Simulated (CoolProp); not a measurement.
Properties of R142b along the isobar 972 kPa.

The numbers come from the reference Helmholtz-energy equation of state, Lemmon 2006 in CoolProp. It is a short technical equation, of lower accuracy than the large ones.

| T (K) | phase | Joule-Thomson coefficient (K/MPa) | conductivity (mW/(m K)) | Prandtl number |
|---|---|---|---|---|
| 187.1 | liquid | -0.4716 | 124 | 9.91 |
| 212.8 | liquid | -0.4423 | 115 | 6.88 |
| 238.5 | liquid | … | 105 | 5.34 |
| 264.3 | liquid | -0.3405 | 94.5 | 4.43 |
| 290 | liquid | -0.2552 | 84.9 | 3.85 |
| 315.7 | liquid | -0.1222 | 75.7 | 3.46 |
| 341.4 | gas | 21.62 | 15.0 | 0.894 |
| 367.1 | gas | … | 16.9 | 0.818 |
| 392.8 | gas | 12.23 | … | 0.778 |
| 418.6 | gas | 9.883 | 21.1 | 0.752 |
| 444.3 | gas | 8.216 | 23.3 | 0.732 |
| 470 | gas | 6.968 | 25.6 | 0.716 |

**Question.** Some entries are withheld; supply them.

**Answer.** 
- 238.5, Joule-Thomson coefficient (K/MPa): -0.4000
- 367.1, Joule-Thomson coefficient (K/MPa): 15.74
- 392.8, conductivity (mW/(m K)): 18.9

Viscosity comes from a separate model (Huber 2003), an estimate that may be off by 10 % or more. Thermal conductivity comes from a separate model (Huber 2003), an estimate that may be off by 10 % or more.
